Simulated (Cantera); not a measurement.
A freely propagating, adiabatic, planar premixed flame of 26.5 % H2, 15.4 % O2, 58.1 % N2, unburnt at 300 K and 1350 Torr; mixture-averaged transport, grid criteria slope 0.08 and curve 0.16, no radiation.

Computed with Cantera and the H2/O2 subset of GRI-Mech 3.0, which has no nitrogen chemistry. Burning velocities carry a grid error of a few per cent, more on coarse grids.

x: mole fraction of selected species; z is measured from the peak of heat release.

| z (mm) | T (K) | u (m/s) | x H2 | x O2 | x O | x H2O2 | x H | x OH |
|---|---|---|---|---|---|---|---|---|
| -0.496 | 300 | 1.75 | 0.265 | 0.154 | <1e-8 | <1e-8 | <1e-8 | <1e-8 |
| -0.331 | 300 | 1.75 | 0.265 | 0.154 | <1e-8 | <1e-8 | <1e-8 | <1e-8 |
| -0.248 | 300 | 1.75 | 0.265 | 0.154 | <1e-8 | <1e-8 | <1e-8 | <1e-8 |
| -0.165 | 301 | 1.76 | 0.262 | 0.155 | 2.47e-8 | … | <1e-8 | <1e-8 |
| -0.0826 | 355 | 2.01 | 0.236 | 0.159 | 1.89e-6 | … | 5.18e-7 | 9.67e-6 |
| -0.0413 | 678 | 3.68 | 0.186 | 0.152 | 0.000150 | … | 0.00119 | 0.000849 |
| 0 | 1133 | 6.00 | 0.119 | 0.121 | 0.00209 | … | 0.0101 | 0.00209 |
| 0.0413 | 1450 | 7.61 | 0.0618 | 0.0778 | 0.00594 | … | 0.0197 | 0.00578 |
| 0.0826 | 1631 | 8.53 | 0.0348 | 0.0529 | 0.00782 | … | 0.0215 | 0.00953 |
| 0.165 | 1812 | 9.42 | 0.0225 | 0.0396 | 0.00733 | … | 0.0160 | 0.0126 |
| 0.331 | 1969 | 10.2 | 0.0171 | 0.0347 | 0.00503 | … | 0.00883 | 0.0129 |
| 0.661 | 2090 | 10.7 | 0.0114 | 0.0314 | 0.00292 | … | 0.00400 | 0.0114 |
| 1.32 | 2171 | 11.1 | 0.00639 | 0.0294 | 0.00149 | … | 0.00149 | 0.00896 |

Problem. What belongs in the gaps?

Solution. 
- -0.165, x H2O2: 1.85e-7
- -0.0826, x H2O2: 3.16e-5
- -0.0413, x H2O2: 0.000130
- 0, x H2O2: 3.66e-5
- 0.0413, x H2O2: 6.62e-6
- 0.0826, x H2O2: 3.43e-6
- 0.165, x H2O2: 1.70e-6
- 0.331, x H2O2: 9.07e-7
- 0.661, x H2O2: 5.64e-7
- 1.32, x H2O2: 3.82e-7
